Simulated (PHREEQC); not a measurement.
## Sulfide liquor

Make-up at 25 °C: 0.1 mol NaHS and 0.44 mol NaCl per kg of water. Closed to the air; pH follows from the charge balance.

All values are PHREEQC results (ion-association model, phreeqc.dat), not measurements.

No solid was allowed to form.

Task: Predict the pH.

Result: pH 9.48.
